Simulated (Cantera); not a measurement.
# Titanium nitride, carbide and oxide coatings: Ti(OiPr)4 + O2 + H2

Input: 1 mol Ti(OiPr)4, 0.057 mol O2, 4 mol H2, held at 0.730 bar.

Cantera equilibrium calculation (NASA polynomials, part measured and part estimated; ideal gas, pure solids and liquids). Candidate condensed phases: C, C6H6, C7H8, C8H18, H2O, Ti, TiC, TiO, TiO2, Ti2O3, Ti3O5, Ti4O7; 113 gas species. The feed counts by its element totals alone. TiC: taken at fixed stoichiometry. Condensed phases not in the tables: Magnéli phases beyond Ti4O7. Gases not in the tables: TiO(OH)2. Equilibrium is a limit: real reactors are often held back by kinetics, nucleation or transport.

| T (°C) | log p H2 | log p CO | log p CH4 | log p H2O | log p H | log p CO2 | n C(graphite) | n TiO2(rutile) | n Ti4O7(s) | n Ti3O5(s) | n TiC(s) |
|---|---|---|---|---|---|---|---|---|---|---|---|
| 727 | -0.21 | -1.20 | -1.44 | -1.82 | -8.75 | -2.65 | 9.41 | 1.00 | 0 | 0 | 0 |
| 827 | -0.20 | -1.13 | -1.84 | -2.38 | -7.69 | -3.32 | 9.62 | 1.00 | 0 | 0 | 0 |
| 927 | -0.19 | -1.12 | -2.18 | -2.89 | -6.80 | -3.96 | 9.74 | 1.00 | 0 | 0 | 0 |
| 1027 | -0.19 | -1.07 | -2.49 | -3.31 | -6.05 | -4.43 | 9.56 | 0 | 0.250 | 0 | 0 |
| 1127 | -0.19 | -1.06 | -2.75 | -3.68 | -5.41 | -4.88 | 9.51 | 0 | 0 | 0.333 | 0 |
| 1227 | -0.23 | -0.87 | -3.04 | -3.86 | -4.87 | -4.91 | 6.86 | 0 | 0 | 0 | 1.00 |
| 1327 | -0.23 | -0.87 | -3.24 | -4.15 | -4.38 | -5.27 | 6.87 | 0 | 0 | 0 | 1.00 |
| 1427 | -0.23 | -0.87 | -3.41 | -4.41 | -3.94 | -5.58 | 6.87 | 0 | 0 | 0 | 1.00 |
| 1527 | -0.23 | -0.87 | -3.57 | -4.64 | -3.56 | -5.86 | 6.87 | 0 | 0 | 0 | 1.00 |
| 1627 | -0.23 | -0.87 | -3.70 | -4.84 | -3.21 | -6.11 | 6.87 | 0 | 0 | 0 | 1.00 |
| 1727 | -0.23 | -0.87 | -3.83 | -5.03 | -2.90 | -6.33 | 6.85 | 0 | 0 | 0 | 1.00 |
| 1827 | -0.23 | -0.87 | -3.94 | -5.19 | -2.62 | -6.52 | 6.83 | 0 | 0 | 0 | 1.00 |
| 1927 | -0.23 | -0.87 | -4.04 | -5.34 | -2.36 | -6.70 | 6.79 | 0 | 0 | 0 | 1.000 |
log p: log10 of the partial pressure in bar; n: condensed amount in mol.

From 727 °C to 927 °C the condensed part is C(graphite) + TiO2(rutile). At 1027 °C the condensed part is C(graphite) + Ti4O7(s). At 1127 °C the condensed part is C(graphite) + Ti3O5(s). From 1227 °C to 1927 °C the condensed part is C(graphite) + TiC(s).
